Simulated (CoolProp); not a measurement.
Vapour pressure (MPa) of ethanol: the reference equation beside estimates from Tc = 241.6 °C, pc = 6.268 MPa, ω = 0.644. Clausius-Clapeyron is anchored at 60.25 °C with a constant enthalpy of vaporisation of 40.41 kJ/mol.

Computed with CoolProp (reference Helmholtz-energy equation of state, Schroeder 2014).

```csv
T (°C),reference,Lee-Kesler,Clausius-Clapeyron,Redlich-Kwong,Soave-Redlich-Kwong,Peng-Robinson
21.55,0.006445,0.005884,0.006968,0.07713,0.005841,0.006544
31.25,0.01122,0.01053,0.01179,0.1101,0.01047,0.01153
40.95,0.01877,0.01803,0.01930,0.1530,0.01795,0.01945
50.55,0.03019,0.02948,0.03053,0.2069,0.02938,0.03141
60.25,0.04726,0.04673,0.04726,0.2746,0.04663,0.04923
69.95,0.07184,0.07165,0.07136,0.3577,0.07158,0.07478
79.65,0.1063,0.1066,0.1053,0.4578,0.1067,0.1104
89.35,0.1536,0.1544,0.1523,0.5769,0.1547,0.1588
99.05,0.2170,0.2182,0.2160,0.7168,0.2190,0.2232
108.65,0.2992,0.3005,0.3000,0.8776,0.3022,0.3062
118.35,0.4064,0.4070,0.4112,1.064,0.4102,0.4134
128.05,0.5422,0.5411,0.5551,1.277,0.5466,0.5485
137.75,0.7118,0.7075,0.7389,1.519,0.7165,0.7164
147.45,0.9205,0.9112,0.9706,1.789,0.9252,0.9222
```

Absolute difference from the reference over all 14 rows, mean and median: Lee-Kesler 1.9 and 0.6 %, Clausius-Clapeyron 2.4 and 1.2 %, Redlich-Kwong 406.6 and 303.1 %, Soave-Redlich-Kwong 2.2 and 0.9 %, Peng-Robinson 2.6 and 2.8 %.
